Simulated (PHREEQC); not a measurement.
A column of 0.2 m (40 cells, dispersivity 0.007 m, 3600 s a shift, diffusion coefficient 3e-10 m²/s) holds 0.0049 eq of the database's cation exchanger X per kg of pore water, first in equilibrium with 16 mmol/kgw MnCl2 and 0.01 mmol/kgw HCl. It is flushed with 0.001 mol/kgw (NH4)2SO4, 0.0026 mol/kgw LiCl and 1e-05 mol/kgw HCl, at 25 °C. Values are for the last cell. CO2 from the air is kept out. Nothing may precipitate in this run.

The series has 34 steps of pore volumes, from 0 to 4.963.

Equilibrium calculation in PHREEQC: ion-association model, phreeqc.dat.

After how many pore volumes does Li at the outlet first reach half of its feed value?

By 1.1 pore volumes.

After how many pore volumes does NH4 at the outlet first reach half of its feed value?

By 1.5 pore volumes.

After how many pore volumes does S at the outlet first reach half of its feed value?

By 1.1 pore volumes.

Species that the database lacks are ignored.
